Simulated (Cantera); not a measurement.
A Cantera script and what it prints.

```python
import numpy as np
import cantera as ct

gas_names = """
    Cu CuF CuF2 Cu2 F F2 H HF H2 H2F2 H3F3 H4F4 H5F5 H6F6 H7F7 N NF NF2 NF3 NH NH2 NH3 N2 N2H2 N2H4
""".split()
cond_names = """
    Cu(cr) Cu(L) CuF2(s) CuF2(L)
""".split()


def load(file, names, dense=False):
    # The tables refer to 1 bar. Condensed volumes are neglected.
    table = {s.name: s for s in ct.Species.list_from_file(file)}
    out = []
    for n in names:
        d = dict(table[n].input_data)
        d["thermo"] = dict(d["thermo"], **{"reference-pressure": 1e5})
        if dense:
            d["equation-of-state"] = {"model": "constant-volume", "density": "1e6 g/cm^3"}
        out.append(ct.Species.from_dict(d))
    return out


gas = ct.Solution(thermo="ideal-gas", species=load("nasa_gas.yaml", gas_names))
cond = {s.name: ct.Solution(thermo="fixed-stoichiometry", species=[s], name=s.name)
        for s in load("nasa_condensed.yaml", cond_names, dense=True)}
atoms = {
    'Cu': {'Cu': 1},
    'HF': {'H': 1, 'F': 1},
    'N2': {'N': 2},
}
top_T = {}  # K; cautious upper limits of use, not melting points


def equilibrate(T, P, feed):
    n = {}
    for name, mol in feed.items():
        for a, k in atoms[name].items():
            n[a] = n.get(a, 0.0) + k * mol
    gas.TPX = T, P, n
    mass = sum(n.values()) * gas.mean_molecular_weight
    gas.equilibrate("TP")
    valid = [c for c in cond.values() if c.min_temp <= T <= top_T.get(c.name, c.max_temp)]
    mix = ct.Mixture([(gas, mass / gas.mean_molecular_weight)] + [(c, 0.0) for c in valid])
    mix.T, mix.P = T, P
    mix.equilibrate("TP", solver="vcs", rtol=1e-11, max_steps=5000)
    return mix


results = []
feed = {'Cu': 1, 'HF': 2.4, 'N2': 7.1}  # mol
P = 1000  # Pa
for T in [850, 900, 950, 1000, 1050, 1100, 1150, 1200, 1250, 1300, 1350, 1400, 1450, 1500]:
    mix = equilibrate(T, P, feed)
    results.append((T, P, feed, dict(zip(mix.species_names, mix.species_moles))))

top = {s: max(r[3][s] / sum(r[3][g] for g in gas_names) for r in results) for s in gas_names}
cols = sorted((s for s in top if top[s] > 0.001), key=lambda s: -top[s])[:6]
seen = [c for c in cond_names if any(r[3].get(c, 0) > 1e-12 for r in results)]
print("log10 of partial pressures in bar; condensed amounts in mol")
print(f"{'T/K':>10s}" + "".join(f"{s[:9]:>10s}" for s in cols + seen))
for T, P, feed, n in results:
    ng = sum(n[g] for g in gas_names)
    print(f"{T:10.4g}" + "".join(f"{np.log10(max(n[s] / ng * P / 1e5, 1e-99)):10.3f}" for s in cols)
          + "".join(f"{n.get(c, 0):10.4g}" for c in seen))
```

Result:

```
log10 of partial pressures in bar; condensed amounts in mol
       T/K        N2        HF       CuF    Cu(cr)     Cu(L)
       850    -2.126    -2.598    -9.398         1         0
       900    -2.126    -2.598    -8.812         1         0
       950    -2.126    -2.598    -8.289         1         0
      1000    -2.126    -2.598    -7.819         1         0
      1050    -2.126    -2.598    -7.394         1         0
      1100    -2.126    -2.598    -7.008    0.9999         0
      1150    -2.126    -2.598    -6.656    0.9998         0
      1200    -2.126    -2.598    -6.334    0.9995         0
      1250    -2.126    -2.598    -6.039    0.9991         0
      1300    -2.127    -2.598    -5.767    0.9982         0
      1350    -2.127    -2.598    -5.515    0.9966         0
      1400    -2.127    -2.599    -5.292         0    0.9939
      1450    -2.127    -2.599    -5.087         0    0.9889
      1500    -2.127    -2.600    -4.896         0    0.9801
```

These are equilibrium values from Cantera (NASA tables, ideal gas, pure condensed phases), not measurements of a reactor.
